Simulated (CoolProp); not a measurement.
Vapour-liquid equilibrium of n-pentane (1) + toluene (2) at 434.6 K; x and y are mole fractions of (1).

Computed with CoolProp (multi-fluid Helmholtz-energy mixture model, Thol 2019 and Lemmon 2006; pair parameters Bell 2016).

Give the bubble pressure and the first vapour's composition at x = 0.275, 0.8, 0.875. Is there an azeotrope?

x = 0.275: 8.180 bar, y = 0.631; x = 0.8: 15.89 bar, y = 0.917; x = 0.875: 17.11 bar, y = 0.947. No azeotrope shows between x = 0.05 and 0.95.

The pair parameters rest on a limited set of measurements; away from them the model extrapolates. The gap from Raoult's law changes sign with composition, which may be real or a fault of the pair parameters; it wasn't checked against measurements.
